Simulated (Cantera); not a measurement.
Source: NASA polynomial tables (part measured, part estimated), evaluated in Cantera. Values are per mole of reaction as written; species without (g) are pure solids or liquids, kept so even where they would boil at 1 bar.

O(g) + B2O2(g) = B2O3(g), with ΔH° = -629.1 kJ and ΔS° = -120.0 J/K at 300 K.

### Question
How far is the shortcut ΔG° ≈ ΔH°(300 K) − T·ΔS°(300 K) from the full temperature-dependent value at 923, 1123, 1323, 1523, 1723, 1923, 2123, 2323, 2523, 2723, 2923 K?

### Answer
```csv
T (K),shortcut (kJ),full (kJ),difference (kJ),difference in log10 K
923,-518.4,-514.8,-3.6,0.20
1123,-494.4,-489.1,-5.3,0.25
1323,-470.4,-463.3,-7.1,0.28
1523,-446.4,-437.4,-9.0,0.31
1723,-422.4,-411.5,-10.9,0.33
1923,-398.4,-385.6,-12.9,0.35
2123,-374.4,-359.6,-14.8,0.37
2323,-350.5,-333.6,-16.8,0.38
2523,-326.5,-307.6,-18.8,0.39
2723,-302.5,-281.7,-20.8,0.40
2923,-278.5,-255.7,-22.8,0.41
```
The shortcut ignores the heat-capacity change of the reaction.
